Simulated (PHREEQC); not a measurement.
0.011 g of hydrous ferric oxide (600 m²/g; 0.2 weak and 0.005 strong sites per Fe, Dzombak-Morel constants, diffuse double layer) in 1 kg of water with 0.005 mol/kgw of an inert sodium salt and 0.0015 mmol/kgw ZnCl2, at 25 °C; the pH is set by adding NaOH or the inert anion's acid. Oxygen is held at 0.21 atm. CO2 from the air is kept out. No solid was allowed to form.

Base run: PHREEQC, ion-association model, wateq4f.dat. Each further column changes one thing. The table gives Zn sorbed (%).

```tsv
pH	base	background salt from 0.005 to 0.0005 mol/kgw	oxide from 0.011 to 0.055 g/kgw
4	0.0	0.0	0.0
4.67	0.0	0.0	0.1
6	3.7	3.5	…
6.67	25.0	25.5	…
7.33	57.9	…	…
8.67	98.8	98.9	100.0
9.33	99.1	99.2	100.0
10	99.0	99.2	100.0
11.33	95.6	…	…
12	69.4	…	98.8
```

Task: Complete the blanks.

Result: 
- 6, oxide from 0.011 to 0.055 g/kgw: 16.3
- 6.67, oxide from 0.011 to 0.055 g/kgw: 71.5
- 7.33, background salt from 0.005 to 0.0005 mol/kgw: 59.6
- 7.33, oxide from 0.011 to 0.055 g/kgw: 97.4
- 11.33, background salt from 0.005 to 0.0005 mol/kgw: 97.0
- 11.33, oxide from 0.011 to 0.055 g/kgw: 99.9
- 12, background salt from 0.005 to 0.0005 mol/kgw: 73.8
